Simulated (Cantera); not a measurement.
Charge: 1 mol SiH4, 0.3 mol NH3, a varied amount of N2, held at 1925 K and 0.000430 bar.

Method: chemical equilibrium by Gibbs-energy minimisation in Cantera with the NASA 1993 tables (ideal gas, pure condensed phases). Candidate condensed phases: Si, Si3N4; 18 gas species. Gases not in the tables: Si2H6 and higher silanes. Rates play no part.

**Question.** What share of the Si ends up in condensed phases as a function of n(N2) (mol), at 9.5, 11, 13, 16, 19, 22, 26, 31, 37, 44, 52?

**Answer.** 
| n(N2) (mol) | Si condensed (%) | as |
|---|---|---|
| 9.5 | 45.7 | Si(l) |
| 11 | 39.0 | Si(l) |
| 13 | 30.1 | Si(l) |
| 16 | 16.8 | Si(l) |
| 19 | 3.4 | Si(l) |
| 22 | 0.0 | - |
| 26 | 0.0 | - |
| 31 | 0.0 | - |
| 37 | 0.0 | - |
| 44 | 0.0 | - |
| 52 | 0.0 | - |
